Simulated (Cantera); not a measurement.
What does this Cantera script print?

```python
import numpy as np
import cantera as ct

surf = ct.Interface("ptcombust.yaml", "Pt_surf")
gas = surf.adjacent["gas"]
gas.TPX = 1000, 340000, {'H2': 0.016, 'O2': 0.19, 'N2': 0.79, 'H2O': 0.053}
surf.TP = 1000, 340000
reactor = ct.FlowReactor(gas, clone=False)
reactor.area = 0.0001  # m2
reactor.surface_area_to_volume_ratio = 1700  # 1/m
reactor.mass_flow_rate = 0.95 * reactor.area * gas.density  # inlet velocity 0.95 m/s
reactor.energy_enabled = False
wall = ct.ReactorSurface(surf, reactor, clone=False)
net = ct.ReactorNet([reactor])
net.rtol, net.atol = 1e-8, 1e-16
show, cover = ['H2', 'O2', 'H2O'], ['PT(S)', 'H(S)', 'O(S)', 'OH(S)', 'CO(S)', 'C(S)']

rows = []
print(f"{'z/m':>9s}{'u/(m/s)':>9s}" + "".join(f"{s:>13s}" for s in show + cover))
for z in [0.00022, 0.00043, 0.00083, 0.0016, 0.0031, 0.0059, 0.011, 0.022]:
    net.advance(z)
    rows.append([reactor.speed, *gas[show].X, *surf[cover].coverages])
    print(f"{z:9.4g}{rows[-1][0]:9.3g}" + "".join(f"{x:13.4e}" for x in rows[-1][1:]))
```

It prints:

```
      z/m  u/(m/s)           H2           O2          H2O        PT(S)         H(S)         O(S)        OH(S)        CO(S)         C(S)
  0.00022    0.944   1.7424e-03   1.7555e-01   6.4482e-02   1.2324e-01   6.2399e-07   8.6978e-01   6.9505e-03  -1.5241e-27  -1.0792e-29
  0.00043    0.943   3.1043e-04   1.7496e-01   6.5961e-02   1.1738e-01   5.7277e-07   8.7575e-01   6.8459e-03  -3.5326e-26  -2.3310e-28
  0.00083    0.943   1.2544e-05   1.7484e-01   6.6269e-02   1.1622e-01   5.6280e-07   8.7693e-01   6.8248e-03  -1.1368e-25  -6.8483e-28
   0.0016    0.943   2.6667e-08   1.7483e-01   6.6282e-02   1.1617e-01   5.6238e-07   8.7698e-01   6.8239e-03   3.9171e-32   2.6841e-34
   0.0031    0.943   1.4612e-10   1.7483e-01   6.6282e-02   1.1617e-01   5.6238e-07   8.7698e-01   6.8239e-03  -1.3254e-30   2.1773e-33
   0.0059    0.943   1.4447e-10   1.7483e-01   6.6282e-02   1.1617e-01   5.6238e-07   8.7698e-01   6.8239e-03  -2.4377e-31  -1.6704e-33
    0.011    0.943   1.4341e-10   1.7483e-01   6.6282e-02   1.1617e-01   5.6238e-07   8.7698e-01   6.8240e-03   1.8332e-29   1.2562e-31
    0.022    0.943   1.4276e-10   1.7483e-01   6.6282e-02   1.1617e-01   5.6238e-07   8.7698e-01   6.8240e-03  -8.5519e-27  -5.8602e-29
```

Model: Deutschmann's 1995 Pt surface mechanism with GRI-Mech 3.0 gas chemistry, integrated in Cantera. Catalytic surfaces can have several steady states; this one follows from the mechanism file's or the stated starting coverage. Mass transfer to the wall is taken as infinitely fast.
